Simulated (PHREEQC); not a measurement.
Solution (20 °C): 4.9 mmol/kgw HF, 100 mmol/kgw NH4F and 48 mmol/kgw (NH4)2SiF6. Closed to the air; pH follows from the charge balance.

Computed with PHREEQC (ion-association model, wateq4f.dat).

```csv
quantity,before,after
pH,4.41,4.71
ionic strength (mol/kgw),0.244,0.244
F- (mol/kgw),0.0987,0.0993
H2F2 (mol/kgw),3.92e-5,9.95e-6
```

Which change was made?
A) 0.07 mol/kgw HBr added
B) NH4F replaced by NH4Cl at the same molality
C) NH4F left out
D) HF from 0.0049 to 0.00245 mol/kgw
E) diluted 5-fold with water

D, HF from 0.0049 to 0.00245 mol/kgw

No solid was allowed to form. SiF6-2 is the database's only silicon fluoride.
